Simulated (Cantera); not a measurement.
An isothermal, constant-pressure homogeneous reactor starts with NH3 : H2 = 1 : 0.26 (molar parts), at 1325 K and 13300 Pa. Integrator tolerance rtol = 1e-08.

Computed with Cantera and the gas-phase N/H chemistry of the illustrative SiF4/NH3 mechanism in the Surface Chemkin manual (1991). Walls and surfaces, which speed up NH3 decomposition in real reactors, are not modelled.

Q: What does this change do: temperature 1325 to 1800 K?

A: 
| quantity | before | after |
|---|---|---|
| x(NH3) at 20.0 s | 0.790 (gas-phase equilibrium 4.76e-6) | 0.00409 (gas-phase equilibrium 1.25e-6) |
| x(H2) at 20.0 s | 0.209 (gas-phase equilibrium 0.779) | 0.775 (gas-phase equilibrium 0.778) |
| x(NH) at 20.0 s | 7.29e-9 (gas-phase equilibrium <1e-12) | 4.47e-7 (gas-phase equilibrium 2.00e-10) |
| x(N2) at 20.0 s | 0.000901 (gas-phase equilibrium 0.221) | 0.220 (gas-phase equilibrium 0.221) |
| x(N2H4) at 20.0 s | 1.83e-8 (gas-phase equilibrium <1e-12) | 3.84e-11 (gas-phase equilibrium <1e-12) |

Q: What does this change do: temperature 1325 to 2200 K?

A: 
| quantity | before | after |
|---|---|---|
| x(NH3) at 20.0 s | 0.790 (gas-phase equilibrium 4.76e-6) | 6.26e-7 (gas-phase equilibrium 6.24e-7) |
| x(H2) at 20.0 s | 0.209 (gas-phase equilibrium 0.779) | 0.767 (gas-phase equilibrium 0.767) |
| x(NH) at 20.0 s | 7.29e-9 (gas-phase equilibrium <1e-12) | 1.52e-8 (gas-phase equilibrium 1.51e-8) |
| x(N2) at 20.0 s | 0.000901 (gas-phase equilibrium 0.221) | 0.220 (gas-phase equilibrium 0.220) |
| x(N2H4) at 20.0 s | 1.83e-8 (gas-phase equilibrium <1e-12) | <1e-12 (gas-phase equilibrium <1e-12) |
